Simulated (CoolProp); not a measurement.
Saturated liquid density (kg/m³) of n-perfluorohexane: the reference equation beside estimates from Tc = 448.0 K, pc = 1.742 MPa, ω = 0.497. Rackett uses Z = 0.29056 − 0.08775 ω.

Computed with CoolProp (reference Helmholtz-energy equation of state, Gao 2022).

| T (K) | reference | Rackett | van der Waals | Soave-Redlich-Kwong | Peng-Robinson |
|---|---|---|---|---|---|
| 247.3 | 1819 | (withheld) | 1005 | 1568 | 1764 |
| 259.8 | 1784 | 1907 | 987.4 | 1543 | 1738 |
| 272.3 | 1749 | 1867 | 969.0 | 1517 | 1709 |
| 284.8 | 1714 | 1825 | 949.9 | 1488 | 1678 |
| 297.3 | 1678 | 1783 | 929.8 | 1457 | 1645 |
| 309.8 | 1642 | 1739 | (withheld) | 1423 | 1608 |
| 322.3 | 1604 | 1693 | 886.6 | 1386 | 1568 |
| 334.8 | 1564 | 1645 | 863.1 | 1346 | 1524 |
| 347.3 | (withheld) | 1595 | 838.2 | 1302 | 1476 |
| 359.8 | 1478 | 1542 | 811.5 | 1254 | 1422 |
| 372.3 | 1429 | 1485 | 782.7 | 1200 | 1362 |

### Question
Some entries are withheld; supply them.

### Answer

- 247.3, Rackett: 1946
- 309.8, van der Waals: 908.8
- 347.3, reference: 1522

Absolute difference from the reference over all 11 rows, mean and median: Rackett 5.7 and 5.9 %, van der Waals 44.8 and 44.7 %, Soave-Redlich-Kwong 13.9 and 13.6 %, Peng-Robinson 2.8 and 2.6 %.
